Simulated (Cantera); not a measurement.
Mixture: CH₄ : O₂ : N₂ = 1 : 3.33 : 12.5 (molar parts), equivalence ratio 0.60, at 30.6 atm, adiabatic and at constant pressure. Ignition delay is the time to a rise of 400 K.

Detailed kinetics in Cantera: GRI-Mech 3.0 (53 species, 325 reactions). The pressure lies above the range GRI-Mech 3.0 was tuned for (to about 10 atm).

Question: Predict: delay at 1300 K; delay at 1375 K; delay at 1450 K; delay at 1525 K; delay at 1600 K; delay at 1675 K; delay at 1750 K; apparent activation energy between 1600 and 1750 K.

Answer: 
```
Item                                                    Result
--------------------------------------------------  ----------
delay at 1300 K                                       0.377 ms
delay at 1375 K                                       0.177 ms
delay at 1450 K                                        88.1 µs
delay at 1525 K                                        46.3 µs
delay at 1600 K                                        25.4 µs
delay at 1675 K                                        14.5 µs
delay at 1750 K                                        8.61 µs
apparent activation energy between 1600 and 1750 K  170 kJ/mol
```
